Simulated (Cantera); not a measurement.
An adiabatic, constant-pressure homogeneous reactor starts with H₂ : O₂ : N₂ = 1 : 1.39 : 5.22 (molar parts), at 1550 K and 1.50 bar.

Cantera simulation using the H2/O2 subset of GRI-Mech 3.0, which has no nitrogen chemistry; the numbers are that mechanism's predictions, not measurements.

Problem. Predict: time of steepest temperature rise; temperature at 2.00 s; equilibrium temperature; x(H₂) at 2.00 s; x(O₂) at 2.00 s; x(HO₂) at 2.00 s; x(O) at 2.00 s; x(H₂O) at 2.00 s.

Solution. 
- time of steepest temperature rise = 8.92 µs
- temperature at 2.00 s = 2400 K
- equilibrium temperature = 2400 K
- x(H₂) at 2.00 s = 0.00114 (gas-phase equilibrium 0.00114)
- x(O₂) at 2.00 s = 0.122 (gas-phase equilibrium 0.122)
- x(HO₂) at 2.00 s = 9.28e-6 (gas-phase equilibrium 9.28e-6)
- x(O) at 2.00 s = 0.00249 (gas-phase equilibrium 0.00249)
- x(H₂O) at 2.00 s = 0.134 (gas-phase equilibrium 0.134)
